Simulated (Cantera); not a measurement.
A closed system holds: 1 mol SiH4, 19 mol H2O, 180 mol N2, held at 133 Pa.

These are equilibrium values from Cantera (NASA tables, ideal gas, pure condensed phases), not measurements of a reactor. Candidate condensed phases: H2O, Si, SiO2, Si2N2O, Si3N4; 35 gas species. Equilibrium is a limit: real reactors are often held back by kinetics, nucleation or transport.

**Question.** Which condensed phases are stable at each of these points (T (°C)): 350, 375, 400, 425, 450, 475, 500, 525, 550, 575, 600, 625?

**Answer.** 
| T (°C) | condensed phases | Si condensed (%) |
|---|---|---|
| 350 | SiO2(α-quartz) | 100.0 |
| 375 | SiO2(α-quartz) | 100.0 |
| 400 | SiO2(α-quartz) | 100.0 |
| 425 | SiO2(α-quartz) | 100.0 |
| 450 | SiO2(α-quartz) | 100.0 |
| 475 | SiO2(α-quartz) | 100.0 |
| 500 | SiO2(α-quartz) | 100.0 |
| 525 | SiO2(α-quartz) | 100.0 |
| 550 | SiO2(α-quartz) | 100.0 |
| 575 | SiO2(β-quartz) | 100.0 |
| 600 | SiO2(β-quartz) | 100.0 |
| 625 | SiO2(β-quartz) | 100.0 |

From 350 °C to 550 °C the condensed part is SiO2(α-quartz). From 575 °C to 625 °C the condensed part is SiO2(β-quartz).
